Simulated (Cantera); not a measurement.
An adiabatic, constant-pressure homogeneous reactor starts with CH₄ : C₂H₆ : O₂ : N₂ = 1 : 0.073 : 0.67 : 4.04 (molar parts), at 1775 K and 61000 Pa.

Model: GRI-Mech 3.0 (53 species, 325 reactions), integrated in Cantera.

One state of this run: T (K) = 1760; x CH₄ = 0.158; x C₂H₆ = 0.00642; x O₂ = 0.108; x CO = 0.00234; x C₂H₂ = 0.000199; x NO = 8.73e-10. x: mole fraction; the columns are a selection and need not sum to one.

Q: Which value of t (s) does it belong to?
A. 4.06e-5
B. 0.176
C. 0.500
D. 0.00267

A: A, 4.06e-5
